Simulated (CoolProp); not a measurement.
Aqueous lithium chloride as a coolant, 20 % by mass, freezing at -43.9 °C, 1 atm.

Model: Melinder's fits for secondary coolants, in CoolProp.

| T (°C) | cp (kJ/(kg K)) | conductivity (W/(m K)) | viscosity (mPa s) | Prandtl number |
|---|---|---|---|---|
| -2.4 | 3.123 | 0.521 | 3.86 | 23.1 |
| 0.8 | 3.142 | 0.526 | 3.49 | 20.8 |
| 4.1 | 3.162 | 0.530 | 3.16 | 18.8 |
| 7.4 | 3.182 | 0.535 | (withheld) | 17.1 |
| 10.7 | (withheld) | 0.540 | 2.64 | 15.6 |
| 14 | 3.221 | 0.544 | 2.43 | 14.4 |
| 17.3 | 3.241 | 0.549 | 2.24 | 13.3 |
| 20.6 | 3.261 | 0.553 | 2.08 | 12.3 |
| 23.9 | 3.281 | 0.558 | 1.94 | 11.4 |
| 27.2 | (withheld) | 0.562 | 1.82 | 10.7 |
| 30.4 | (withheld) | 0.567 | 1.71 | 9.99 |

Problem. What belongs in the gaps?

Solution. 
- 7.4, viscosity (mPa s): 2.88
- 10.7, cp (kJ/(kg K)): 3.202
- 27.2, cp (kJ/(kg K)): 3.300
- 30.4, cp (kJ/(kg K)): 3.319
